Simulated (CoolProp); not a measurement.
Properties of diethyl ether along the isotherm 483 K (Tc = 467.9 K, pc = 37.17 bar, ω = 0.282).

The numbers come from the reference Helmholtz-energy equation of state, Thol 2014 in CoolProp.

| p (bar) | phase | density (kg/m³) | cp (kJ/(kg K)) | Joule-Thomson coefficient (K/MPa) | isothermal compressibility (1/MPa) | fugacity coefficient |
|---|---|---|---|---|---|---|
| 0.0588 | gas | 0.1086 | 2.197 | 7.077 | 170.1 | 0.9995 |
| 0.0887 | gas | 0.1638 | 2.198 | 7.080 | 112.8 | 0.9993 |
| 0.134 | gas | 0.2476 | 2.198 | 7.084 | 74.71 | 0.9989 |
| 0.202 | gas | 0.3734 | 2.199 | 7.090 | 49.59 | 0.9984 |
| 0.304 | gas | 0.5625 | 2.199 | 7.099 | 32.98 | 0.9975 |
| 0.459 | gas | 0.8504 | 2.200 | 7.113 | 21.87 | 0.9963 |
| 0.693 | gas | 1.286 | 2.202 | 7.135 | 14.51 | 0.9944 |
| 1.05 | gas | 1.955 | 2.205 | 7.167 | 9.607 | 0.9915 |
| 1.58 | gas | 2.955 | 2.209 | 7.217 | 6.413 | 0.9872 |
| 2.38 | gas | 4.481 | 2.216 | 7.292 | 4.287 | 0.9807 |
| 3.59 | gas | 6.830 | 2.226 | 7.410 | 2.874 | 0.9709 |
| 5.41 | gas | 10.46 | 2.243 | 7.594 | 1.940 | 0.9562 |
| 8.17 | gas | 16.22 | 2.271 | 7.892 | 1.323 | 0.9340 |
| 12.3 | gas | 25.50 | 2.323 | 8.387 | 0.9236 | 0.9008 |
| 18.6 | gas | 41.64 | 2.433 | 9.283 | 0.6723 | 0.8502 |
